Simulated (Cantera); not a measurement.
An isothermal, constant-pressure homogeneous reactor starts with H2 : O2 : N2 = 1.1 : 1 : 0.78 (molar parts), at 1175 K and 285 Torr.

Model: GRI-Mech 3.0 (53 species, 325 reactions), integrated in Cantera. The temperature is held fixed by assumption; the heat of reaction is taken as removed at once.

x: mole fraction; the columns are a selection and need not sum to one.

| t (s) | x H2 | x O2 | x H2O2 | x OH | x NO |
|---|---|---|---|---|---|
| 3.00e-6 | 0.382 | 0.347 | 6.95e-12 | 6.65e-10 | <1e-12 |
| 1.58e-5 | 0.382 | 0.347 | 2.61e-10 | 3.92e-8 | <1e-12 |
| 8.35e-5 | 0.0571 | 0.209 | ___ | 0.0110 | 1.90e-6 |
| 0.000440 | 0.00123 | 0.193 | ___ | 0.000525 | 2.82e-6 |
| 0.00232 | 6.32e-5 | 0.193 | ___ | 0.000135 | 2.73e-6 |
| 0.0122 | 1.12e-6 | 0.193 | ___ | 4.44e-5 | 2.80e-6 |
| 0.0646 | 8.57e-8 | 0.193 | ___ | 1.73e-5 | 2.86e-6 |
| 0.341 | 1.88e-8 | 0.193 | ___ | 7.83e-6 | 2.86e-6 |
| 1.80 | 1.31e-8 | 0.193 | 2.45e-9 | 5.77e-6 | 2.85e-6 |
| 9.48 | 1.31e-8 | 0.193 | 2.44e-9 | 5.75e-6 | 2.85e-6 |
| 50.0 | 1.31e-8 | 0.193 | 2.44e-9 | 5.75e-6 | 2.85e-6 |

Task: Complete the blanks.

Result: 
- 8.35e-5, x H2O2: 1.82e-5
- 0.000440, x H2O2: 5.54e-6
- 0.00232, x H2O2: 7.34e-7
- 0.0122, x H2O2: 1.11e-7
- 0.0646, x H2O2: 1.97e-8
- 0.341, x H2O2: 4.37e-9
